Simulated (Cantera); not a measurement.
Gas-phase reforming

An isothermal, constant-pressure homogeneous reactor starts with 74.5 % CH4, 23.1 % CO2, 2.46 % H2, at 1825 K and 3.40 bar.

Model: GRI-Mech 3.0 (53 species, 325 reactions), integrated in Cantera. GRI-Mech 3.0 stops at C3 and has no aromatics, soot or wall deposition, so with more carbon than oxygen in the feed, carbon stays in small species such as C2H2 where larger ones or solid carbon would form.

```tsv
t (s)	x CH4	x CO2	x H2	x OH	x C2H2	x O2	x H2O
1.00e-5	0.737	0.230	0.0284	5.54e-8	1.04e-5	<1e-12	4.49e-5
3.88e-5	0.703	0.228	0.0504	1.33e-7	0.000877	<1e-12	0.000362
0.000151	0.557	0.207	0.164	3.67e-7	0.0258	2.15e-12	0.00333
0.000585	0.327	0.156	0.350	8.30e-7	0.107	1.09e-11	0.0207
0.00227	0.137	0.0709	0.459	1.90e-6	0.166	2.49e-11	0.0761
0.00881	0.0479	0.0104	0.500	2.56e-6	0.182	1.85e-11	0.109
0.0342	0.0330	0.00576	0.548	1.53e-6	0.159	6.44e-12	0.0672
0.133	0.0283	0.00167	0.595	3.70e-7	0.127	<1e-12	0.0170
0.515	0.0266	2.61e-5	0.611	5.48e-9	0.116	<1e-12	0.000256
2.00	0.0266	4.20e-7	0.611	8.96e-11	0.116	<1e-12	4.17e-6
```
x: mole fraction; the columns are a selection and need not sum to one.

Equilibrium at this temperature and pressure: CH4 0.0266, CO2 4.23e-7, H2 0.611, OH 9.02e-11, C2H2 0.116, O2 <1e-12, H2O 4.20e-6 (gas phase only).
